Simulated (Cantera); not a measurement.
An isothermal, constant-pressure homogeneous reactor starts with CO : O₂ : H₂O : N₂ = 0.023 : 0.033 : 0.045 : 1 (molar parts), equivalence ratio 0.35, at 950 K and 100.0 Torr. Integrator tolerance rtol = 1e-08.

Model: GRI-Mech 3.0 (53 species, 325 reactions), integrated in Cantera.

**Question.** What does this change do: CO 0.023 to 0.095 parts?

**Answer.** 
```json
[
 {"quantity": "x(CO) at 6.00 s", "before": "1.84e-6 (gas-phase equilibrium 4.21e-12)", "after": "0.0166 (gas-phase equilibrium 0.0146)"},
 {"quantity": "x(O₂) at 6.00 s", "before": "0.0197 (gas-phase equilibrium 0.0197)", "after": "3.11e-10 (gas-phase equilibrium <1e-12)"},
 {"quantity": "x(H₂O) at 6.00 s", "before": "0.0413 (gas-phase equilibrium 0.0413)", "after": "0.0307 (gas-phase equilibrium 0.0286)"},
 {"quantity": "x(N₂O) at 6.00 s", "before": "3.83e-8 (gas-phase equilibrium 1.99e-10)", "after": "2.47e-9 (gas-phase equilibrium <1e-12)"},
 {"quantity": "x(NO) at 6.00 s", "before": "3.88e-8 (gas-phase equilibrium 5.84e-6)", "after": "7.73e-7 (gas-phase equilibrium <1e-12)"},
 {"quantity": "x(OH) at 6.00 s", "before": "1.11e-6 (gas-phase equilibrium 2.43e-8)", "after": "2.21e-8 (gas-phase equilibrium <1e-12)"}
]
```
The temperature is held fixed by assumption; the heat of reaction is taken as removed at once.

**Question.** What does this change do: pressure from 100.0 Torr to 3450 Torr?

**Answer.** 
```tsv
quantity	before	after
x(CO) at 6.00 s	1.84e-6 (gas-phase equilibrium 4.21e-12)	0.00464 (gas-phase equilibrium <1e-12)
x(O₂) at 6.00 s	0.0197 (gas-phase equilibrium 0.0197)	0.0220 (gas-phase equilibrium 0.0197)
x(H₂O) at 6.00 s	0.0413 (gas-phase equilibrium 0.0413)	0.0412 (gas-phase equilibrium 0.0413)
x(N₂O) at 6.00 s	3.83e-8 (gas-phase equilibrium 1.99e-10)	1.25e-7 (gas-phase equilibrium 1.17e-9)
x(NO) at 6.00 s	3.88e-8 (gas-phase equilibrium 5.84e-6)	2.93e-12 (gas-phase equilibrium 5.84e-6)
x(OH) at 6.00 s	1.11e-6 (gas-phase equilibrium 2.43e-8)	1.25e-8 (gas-phase equilibrium 1.00e-8)
```
